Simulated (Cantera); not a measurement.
# Thermodynamics of hydrogen reduction and annealing atmospheres, feed Al2O3 + H2 + H2O

Feed: 1 mol Al2O3, 1.4 mol H2, a varied amount of H2O, equilibrated at 1875 °C and 10.0 Torr.

Equilibrium computed with Cantera from the NASA thermochemical tables; the gas is ideal and each condensed phase is pure. Candidate condensed phases: Al, Al2O3, H2O; 19 gas species. The tables' values for AlOH are old estimates; treat these amounts as uncertain. Kinetics and transport are ignored.

From 0.038 mol H2O to 0.57 mol H2O the condensed part is Al2O3(s).

| n(H2O) (mol) | x H2 | x H2O | x H | x OH | x O | x AlOH | x Al | n Al2O3(s) |
|---|---|---|---|---|---|---|---|---|
| 0.038 | 0.939 | 0.0259 | 0.0350 | 0.000124 | 3.26e-6 | 2.36e-5 | 1.53e-5 | 1.000 |
| 0.06 | 0.925 | 0.0402 | 0.0347 | 0.000194 | 5.15e-6 | 1.86e-5 | 7.73e-6 | 1.000 |
| 0.094 | 0.904 | 0.0615 | 0.0343 | 0.000301 | 8.07e-6 | 1.47e-5 | 3.95e-6 | 1.000 |
| 0.15 | 0.871 | 0.0946 | 0.0337 | 0.000472 | 1.29e-5 | 1.14e-5 | 1.96e-6 | 1.000 |
| 0.23 | 0.828 | 0.138 | 0.0329 | 0.000705 | 1.97e-5 | 9.02e-6 | 1.03e-6 | 1.000 |
| 0.36 | 0.767 | 0.200 | 0.0316 | 0.00106 | 3.09e-5 | 6.93e-6 | 5.26e-7 | 1.000 |
| 0.57 | 0.685 | 0.283 | 0.0299 | 0.00159 | 4.90e-5 | 5.21e-6 | 2.64e-7 | 1.000 |
x: gas mole fraction; n: condensed amount in mol.
